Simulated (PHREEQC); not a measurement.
Solution (25 °C): 0.03 mol/kgw HF, 0.0015 mol/kgw KF and 0.0014 mol/kgw (NH4)2SiF6. Closed to the air; pH follows from the charge balance.

Computed with PHREEQC (ion-association model, wateq4f.dat).

The pH is 2.46, the ionic strength is 0.00951 mol/kgw and the total alkalinity is -35.6 meq/kg.

```csv
species,molality,activity,log γ
HF,0.0230,0.0230,0.001
F-,0.00488,0.00440,-0.045
H+,0.00381,0.00349,-0.039
NH4+,0.00280,0.00253,-0.044
K+,0.00150,0.00135,-0.045
SiF6-2,0.00140,0.000943,-0.172
H2F2,0.00138,0.00138,0.001
HF2-,0.000432,0.000389,-0.045
```

This is a speciation only: nothing precipitates in the calculation. Complexes and solids missing from the database can't appear. wateq4f.dat counts part of the HF as a dimer, H2F2, which phreeqc.dat doesn't know; its constant is uncertain. SiF6-2 is the database's only silicon fluoride.
